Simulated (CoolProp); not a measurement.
Propyne along the isotherm 474 K: Z from the reference equation and from simpler models built on Tc = 402.7 K, pc = 56.58 bar, ω = 0.204; each cubic takes its own stable root.

Values from CoolProp's reference Helmholtz-energy equation of state, Polt 1992. This equation is an older, rougher fit; its heat capacities, sound speeds and derivatives of the liquid may be far off and weren't checked against measurements.

| p (bar) | phase | reference |
|---|---|---|
| 9.43 | gas | 0.9650 |
| 18.9 | gas | 0.9291 |
| 28.3 | gas | 0.8926 |
| 37.7 | gas | 0.8552 |
| 47.1 | gas | 0.8168 |
| 56.6 | supercritical | 0.7771 |
| 66 | supercritical | 0.7369 |
| 75.4 | supercritical | 0.6964 |
| 84.9 | supercritical | 0.6562 |
| 94.3 | supercritical | 0.6189 |
| 104 | supercritical | 0.5851 |
| 113 | supercritical | 0.5599 |
| 123 | supercritical | 0.5397 |
| 132 | supercritical | 0.5283 |
| 141 | supercritical | 0.5225 |

Problem. How far does each simpler model (van der Waals, Redlich-Kwong, Soave-Redlich-Kwong, Peng-Robinson) lie from the reference over these 15 states: mean and median of the absolute difference, and the worst?

Solution. 
- van der Waals: mean 3.9 %, median 2.9 %, worst -10.6 % at 474 K and 94.3 bar
- Redlich-Kwong: mean 1.4 %, median 1.2 %, worst -2.8 % at 474 K and 94.3 bar
- Soave-Redlich-Kwong: mean 4.9 %, median 3.5 %, worst +12.2 % at 474 K and 141 bar
- Peng-Robinson: mean 1.7 %, median 1.3 %, worst +4.8 % at 474 K and 141 bar
